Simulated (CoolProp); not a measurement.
trans-2-butene at 293.15 K and 1.21 MPa is throttled through a valve to 0.193 MPa with no heat exchange. Each further row changes one setting.

Model: reference Helmholtz-energy equation of state, Lemmon 2005, in CoolProp. It is a short technical equation, of lower accuracy than the large ones.

```
case                        temperature change (K)                       final phase  final density (kg/m³)
--------------------------  ----------------------  --------------------------------  ---------------------
as stated                                     -1.0                               [?]                    [?]
outlet pressure 0.0579 MPa                     [?]  two-phase, vapour fraction 0.178                    [?]
outlet pressure 0.251 MPa                      [?]                            liquid                    604
```

Q: Complete the blanks.

A: 
- as stated, final phase: two-phase, vapour fraction 0.008
- as stated, final density (kg/m³): 308
- outlet pressure 0.0579 MPa, temperature change (K): -32.9
- outlet pressure 0.0579 MPa, final density (kg/m³): 8.58
- outlet pressure 0.251 MPa, temperature change (K): +0.3
